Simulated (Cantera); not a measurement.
Cantera run:

```python
import numpy as np
import cantera as ct

gas_names = """
    B BCL BCL2 BCL3 BH BH2 BH3 BN B2 CL CL2 H HCL H2 N NH NH2 NH3 N2 N2H2 N2H4
""".split()
cond_names = """
    B(b) B(L) BN(s) NH4CL(a) NH4CL(b)
""".split()


# ... load() reads the species with a 1 bar reference pressure and builds the phases ...
atoms = {
    'BN': {'B': 1, 'N': 1},
    'Cl2': {'CL': 2},
    'H2': {'H': 2},
}
top_T = {'BN(s)': 3200}  # K; cautious upper limits of use, not melting points


# ... equilibrate(T, P, feed) seeds the gas with the atoms and calls Mixture.equilibrate('TP', solver="vcs", rtol=1e-11, max_steps=5000) ...
results = []
feed = {'BN': 1, 'Cl2': 2.1, 'H2': 47}  # mol
for P in [1, 6.8, 46, 320, 2200, 15000, 100000]:
    for T in [1125, 1200, 1275, 1350, 1425, 1500, 1575, 1650, 1725, 1800, 1875, 1950, 2025, 2100]:
        mix = equilibrate(T, P, feed)
        results.append((T, P, feed, dict(zip(mix.species_names, mix.species_moles))))

for T, P, feed, n in results:
    print(f"{T:7g} {P:10.4g}  " + (" + ".join(c for c in cond_names if n.get(c, 0) > 1e-12) or "gas only"))
```

Result:

```
   1125          1  BN(s)
   1200          1  BN(s)
   1275          1  BN(s)
   1350          1  BN(s)
   1425          1  BN(s)
   1500          1  BN(s)
   1575          1  BN(s)
   1650          1  gas only
   1725          1  gas only
   1800          1  gas only
   1875          1  gas only
   1950          1  gas only
   2025          1  gas only
   2100          1  gas only
   1125        6.8  BN(s)
   1200        6.8  BN(s)
   1275        6.8  BN(s)
   1350        6.8  BN(s)
   1425        6.8  BN(s)
   1500        6.8  BN(s)
   1575        6.8  BN(s)
   1650        6.8  BN(s)
   1725        6.8  gas only
   1800        6.8  gas only
   1875        6.8  gas only
   1950        6.8  gas only
   2025        6.8  gas only
   2100        6.8  gas only
   1125         46  BN(s)
   1200         46  BN(s)
   1275         46  BN(s)
   1350         46  BN(s)
   1425         46  BN(s)
   1500         46  BN(s)
   1575         46  BN(s)
   1650         46  BN(s)
   1725         46  BN(s)
   1800         46  B(b) + BN(s)
   1875         46  gas only
   1950         46  gas only
   2025         46  gas only
   2100         46  gas only
   1125        320  BN(s)
   1200        320  BN(s)
   1275        320  BN(s)
   1350        320  BN(s)
   1425        320  BN(s)
   1500        320  BN(s)
   1575        320  BN(s)
   1650        320  BN(s)
   1725        320  BN(s)
   1800        320  BN(s)
   1875        320  BN(s)
   1950        320  B(b)
   2025        320  gas only
   2100        320  gas only
   1125       2200  BN(s)
   1200       2200  BN(s)
   1275       2200  BN(s)
   1350       2200  BN(s)
   1425       2200  BN(s)
   1500       2200  BN(s)
   1575       2200  BN(s)
   1650       2200  BN(s)
   1725       2200  BN(s)
   1800       2200  BN(s)
   1875       2200  BN(s)
   1950       2200  BN(s)
   2025       2200  B(b) + BN(s)
   2100       2200  gas only
   1125    1.5e+04  BN(s)
   1200    1.5e+04  BN(s)
   1275    1.5e+04  BN(s)
   1350    1.5e+04  BN(s)
   1425    1.5e+04  BN(s)
   1500    1.5e+04  BN(s)
   1575    1.5e+04  BN(s)
   1650    1.5e+04  BN(s)
   1725    1.5e+04  BN(s)
   1800    1.5e+04  BN(s)
   1875    1.5e+04  BN(s)
   1950    1.5e+04  BN(s)
   2025    1.5e+04  BN(s)
   2100    1.5e+04  BN(s)
   1125      1e+05  BN(s)
   1200      1e+05  BN(s)
   1275      1e+05  BN(s)
   1350      1e+05  BN(s)
   1425      1e+05  BN(s)
   1500      1e+05  BN(s)
   1575      1e+05  BN(s)
   1650      1e+05  BN(s)
   1725      1e+05  BN(s)
   1800      1e+05  BN(s)
   1875      1e+05  BN(s)
   1950      1e+05  BN(s)
   2025      1e+05  BN(s)
   2100      1e+05  BN(s)
```

Cantera equilibrium calculation (NASA polynomials, part measured and part estimated; ideal gas, pure solids and liquids). Mutual solubility and eutectic melting of coexisting phases are not modelled. The tables' values for BCl2 are old estimates.
